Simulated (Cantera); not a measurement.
Mixture: 4.54 % CH4, 2.73 % H2, 23.2 % O2, 69.5 % N2, equivalence ratio 0.45, at 5.00 bar, adiabatic and at constant pressure. Ignition delay is the time to a rise of 400 K.

Cantera simulation using GRI-Mech 3.0 (53 species, 325 reactions); the numbers are that mechanism's predictions, not measurements.

Problem. Predict: delay at 1175 K; delay at 1250 K; delay at 1325 K; delay at 1400 K; delay at 1475 K; delay at 1550 K; delay at 1625 K; apparent activation energy between 1475 and 1625 K.

Solution. 
```
Property                                                 Value
--------------------------------------------------  ----------
delay at 1175 K                                       0.502 ms
delay at 1250 K                                       0.229 ms
delay at 1325 K                                       0.123 ms
delay at 1400 K                                        71.7 µs
delay at 1475 K                                        44.3 µs
delay at 1550 K                                        28.7 µs
delay at 1625 K                                        19.3 µs
apparent activation energy between 1475 and 1625 K  110 kJ/mol
```
